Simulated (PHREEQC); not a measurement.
# Sulfide liquor

Make-up at 25 °C: 170 mmol/kgw Na2S, 0.037 mmol/kgw HCl and 0.076 mmol/kgw ZnCl2. Closed to the air; pH follows from the charge balance.

Model: ion-association model, phreeqc.dat, run in PHREEQC.

No solid was allowed to form.

Q: Predict the pH.

A: pH 12.64.

Q: In which forms is Zn present?

A: Zn(HS)2 51 %, Zn(HS)3- 49 % of the Zn.

The solution is supersaturated, for example in Sphalerite (slow to form), so a real one may precipitate; this is no full list. With this much S-2 the pH rests on the database's HS-/S-2 constant; if that pK is higher, the solution is more alkaline. The database's pK near 12.9 for HS-/S-2 is now thought far too low, so its S-2 is overstated.
